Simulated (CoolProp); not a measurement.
Saturation properties of the fluoroketone C6F12O (FK-5-1-12) (Tc = 441.8 K, pc = 1869 kPa, ω = 0.471).

Computed with CoolProp (reference Helmholtz-energy equation of state, McLinden 2015).

| T (K) | p (kPa) | enthalpy of vaporisation (kJ/kg) | liquid cp (kJ/(kg K)) | vapour Z |
|---|---|---|---|---|
| 342.5 | 194.9 | 81.59 | 1.145 | 0.8978 |
| 355.5 | 282.9 | 77.13 | 1.165 | 0.8671 |
| 368.4 | 397.3 | 72.29 | 1.188 | 0.8309 |
| 381.4 | 545.2 | 66.86 | 1.219 | 0.7877 |
| 394.4 | 731.4 | 60.68 | 1.261 | 0.7362 |
| 407.4 | 962.7 | 53.38 | 1.327 | 0.6738 |
| 420.3 | 1245 | 44.28 | 1.453 | 0.5952 |
| 433.3 | 1594 | 30.87 | 1.902 | 0.4822 |

It boils at 322.2 K under 1 atm.
